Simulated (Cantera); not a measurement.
**Thermodynamics of carbothermic reduction, feed CuO + CH4 + CO**

Charge: 1 mol CuO, a varied amount of CH4, 2.4 mol CO, held at 1225 K and 5.70 mbar.

Cantera equilibrium calculation (NASA polynomials, part measured and part estimated; ideal gas, pure solids and liquids). Candidate condensed phases: C, C6H6, C7H8, C8H18, Cu, CuO, Cu(OH)2, Cu2O, H2O; 113 gas species. Equilibrium is a limit: real reactors are often held back by kinetics, nucleation or transport.

```csv
n(CH4) (mol),x CO,x H2,x CO2,x H2O,x CH4,x Cu,x H,x C2H2 (acetylene),n Cu(s),n C(graphite)
0.32,0.656,0.142,0.154,0.0487,3.21e-10,4.24e-6,1.55e-6,<1e-12,1.000,0
0.53,0.656,0.226,0.0782,0.0396,1.61e-9,4.24e-6,1.96e-6,<1e-12,1.000,0
0.74,0.646,0.298,0.0336,0.0227,6.29e-9,4.24e-6,2.25e-6,<1e-12,1.000,0
0.96,0.632,0.360,0.00413,0.00345,7.18e-8,4.24e-6,2.48e-6,3.20e-12,1.000,0
1.2,0.586,0.414,2.62e-5,2.72e-5,1.28e-5,4.24e-6,2.66e-6,6.72e-8,1.000,0.200
1.4,0.548,0.452,2.29e-5,2.77e-5,1.53e-5,4.24e-6,2.77e-6,7.33e-8,1.000,0.400
1.6,0.515,0.485,2.03e-5,2.80e-5,1.76e-5,4.24e-6,2.87e-6,7.87e-8,1.000,0.600
1.8,0.486,0.514,1.80e-5,2.80e-5,1.98e-5,4.24e-6,2.96e-6,8.35e-8,1.000,0.800
```
x: gas mole fraction; n: condensed amount in mol.

From 0.32 mol CH4 to 0.96 mol CH4 the condensed part is Cu(s). From 1.2 mol CH4 to 1.8 mol CH4 the condensed part is C(graphite) + Cu(s). The main Cu-bearing gas is Cu throughout.
